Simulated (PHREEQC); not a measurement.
Make-up at 20 °C: 0.052 mol/kgw CaCl2, 0.0078 mol/kgw Na2SO4 and 0.00033 mol/kgw MgSO4. It is in equilibrium with CO2 at log p = -3.4 (atm). Otherwise closed; pH follows from the charge balance.

Model: ion-association model, phreeqc.dat, run in PHREEQC.

### Question
The ionic strength comes out as 0.166 mol/kgw. What activity coefficients do Ca+2, Cl-, Mg+2, SO4-2, HCO3- get?

### Answer
Ca+2 0.34, Cl- 0.73, Mg+2 0.36, SO4-2 0.32, HCO3- 0.76.

This is a speciation only: nothing precipitates in the calculation. Species that the database lacks are ignored.
